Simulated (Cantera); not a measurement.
Feed: 1 mol SiO2, 3.6 mol CO, 0.11 mol H2, held at 0.380 bar.

These are equilibrium values from Cantera (NASA tables, ideal gas, pure condensed phases), not measurements of a reactor. Candidate condensed phases: C, C6H6, C7H8, C8H18, H2O, Si, SiC, SiO2; 123 gas species. The tables hold silica as quartz up to 1696 K and as liquid above; real silica turns to tridymite and cristobalite and melts near 1996 K. The numbers say what is thermodynamically allowed, not how fast it happens. All values below are at 1650 K.

Base state: CO 0.970, H2 0.0296, SiO 0.000276, CO2 0.000252, H 2.54e-5, H2O 2.47e-5 (mole fractions); condensed: SiO2(β-quartz).

Question: What changes in the equilibrium state with this change: pressure from 0.380 bar to 0.0100 bar?

Answer: 
```csv
species,before,after
CO,0.970,0.967
H2,0.0296,0.0294
SiO,0.000276,0.00170
CO2,0.000252,0.00155
H,2.54e-5,0.000156
H2O,2.47e-5,0.000151
"SiO2(β-quartz), mol",0.999,0.994
```
